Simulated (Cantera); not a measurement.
Feed: 1 mol Al, 120 mol NH3, 9.4 mol H2, held at 800 K and 10.0 Torr.

These are equilibrium values from Cantera (NASA tables, ideal gas, pure condensed phases), not measurements of a reactor. Candidate condensed phases: Al, AlN; 13 gas species. Kinetics and transport are ignored.

Base state: H2 0.761, N2 0.239, NH3 1.29e-5 (mole fractions); condensed: AlN(s).

What changes in the equilibrium state with this change: temperature from 800 K to 1773.15 K?


```tsv
species	before	after
H2	0.761	0.759
N2	0.239	0.239
H	<1e-9	0.00215
Al	<1e-9	0.000211
AlH	<1e-9	1.04e-5
NH3	1.29e-5	1.33e-7
AlN(s), mol	1.00	0.945
```
